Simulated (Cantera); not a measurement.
Input: 1 mol CCl₄, 1.1 mol CH₄, 1 mol H₂, equilibrated at 675 °C and 0.0100 bar.

Cantera equilibrium calculation (NASA polynomials, part measured and part estimated; ideal gas, pure solids and liquids). Candidate condensed phases: C, C₆H₆, C₇H₈, C₈H₁₈; 91 gas species. Rates play no part.

Base state: HCl 0.769, H₂ 0.231, CH₄ 9.11e-5 (mole fractions); condensed: C(graphite).

What changes in the equilibrium state with this change: CH₄ from 1.1 to 0.15 mol?


| species | before | after |
|---|---|---|
| HCl | 0.769 | 0.788 |
| Cl₂ | <1e-9 | 0.212 |
| Cl | 8.04e-9 | 0.000789 |
| H₂ | 0.231 | <1e-9 |
| CH₄ | 9.11e-5 | <1e-9 |
| C(graphite), mol | 2.10 | 1.15 |
